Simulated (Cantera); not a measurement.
An isothermal, constant-pressure homogeneous reactor starts with 50.5 % CH₄, 49.5 % CO₂, at 1600 K and 9.87 atm.

Cantera simulation using GRI-Mech 3.0 (53 species, 325 reactions); the numbers are that mechanism's predictions, not measurements.

x: mole fraction; the columns are a selection and need not sum to one.

```json
[
 {"t (s)": "0.000600", "x CH₄": "0.488", "x CO₂": "0.492", "x HO₂": "<1e-12", "x C₂H": "8.69e-11", "x C₂H₆": "0.00300", "x OH": "5.41e-9"},
 {"t (s)": "0.00130", "x CH₄": "0.465", "x CO₂": "0.485", "x HO₂": "<1e-12", "x C₂H": "5.00e-10", "x C₂H₆": "0.00288", "x OH": "1.22e-8"},
 {"t (s)": "0.00281", "x CH₄": "0.422", "x CO₂": "0.468", "x HO₂": "<1e-12", "x C₂H": "1.76e-9", "x C₂H₆": "0.00194", "x OH": "2.53e-8"},
 {"t (s)": "0.00610", "x CH₄": "0.356", "x CO₂": "0.430", "x HO₂": "<1e-12", "x C₂H": "3.96e-9", "x C₂H₆": "0.00116", "x OH": "5.01e-8"},
 {"t (s)": "0.0132", "x CH₄": "0.269", "x CO₂": "0.363", "x HO₂": "<1e-12", "x C₂H": "6.67e-9", "x C₂H₆": "0.000668", "x OH": "1.00e-7"},
 {"t (s)": "0.0286", "x CH₄": "[?]", "x CO₂": "[?]", "x HO₂": "<1e-12", "x C₂H": "[?]", "x C₂H₆": "[?]", "x OH": "[?]"},
 {"t (s)": "0.0619", "x CH₄": "0.107", "x CO₂": "0.149", "x HO₂": "<1e-12", "x C₂H": "1.36e-8", "x C₂H₆": "0.000226", "x OH": "3.15e-7"},
 {"t (s)": "0.134", "x CH₄": "0.0875", "x CO₂": "0.106", "x HO₂": "<1e-12", "x C₂H": "1.27e-8", "x C₂H₆": "0.000185", "x OH": "3.21e-7"},
 {"t (s)": "0.291", "x CH₄": "0.0911", "x CO₂": "[?]", "x HO₂": "<1e-12", "x C₂H": "[?]", "x C₂H₆": "0.000178", "x OH": "[?]"},
 {"t (s)": "0.629", "x CH₄": "0.0924", "x CO₂": "0.0681", "x HO₂": "<1e-12", "x C₂H": "5.43e-9", "x C₂H₆": "0.000157", "x OH": "1.87e-7"},
 {"t (s)": "1.36", "x CH₄": "0.0872", "x CO₂": "0.0485", "x HO₂": "<1e-12", "x C₂H": "2.88e-9", "x C₂H₆": "0.000121", "x OH": "1.30e-7"},
 {"t (s)": "2.95", "x CH₄": "0.0754", "x CO₂": "0.0324", "x HO₂": "<1e-12", "x C₂H": "1.36e-9", "x C₂H₆": "7.93e-5", "x OH": "8.64e-8"},
 {"t (s)": "6.39", "x CH₄": "0.0599", "x CO₂": "0.0207", "x HO₂": "<1e-12", "x C₂H": "5.86e-10", "x C₂H₆": "4.50e-5", "x OH": "5.60e-8"},
 {"t (s)": "13.9", "x CH₄": "0.0442", "x CO₂": "0.0128", "x HO₂": "<1e-12", "x C₂H": "2.39e-10", "x C₂H₆": "2.25e-5", "x OH": "3.52e-8"},
 {"t (s)": "30.0", "x CH₄": "0.0307", "x CO₂": "0.00759", "x HO₂": "<1e-12", "x C₂H": "9.32e-11", "x C₂H₆": "1.02e-5", "x OH": "2.12e-8"}
]
```

What belongs in the gaps?


- 0.0286, x CH₄: 0.176
- 0.0286, x CO₂: 0.256
- 0.0286, x C₂H: 1.02e-8
- 0.0286, x C₂H₆: 0.000383
- 0.0286, x OH: 1.97e-7
- 0.291, x CO₂: 0.0881
- 0.291, x C₂H: 8.95e-9
- 0.291, x OH: 2.55e-7
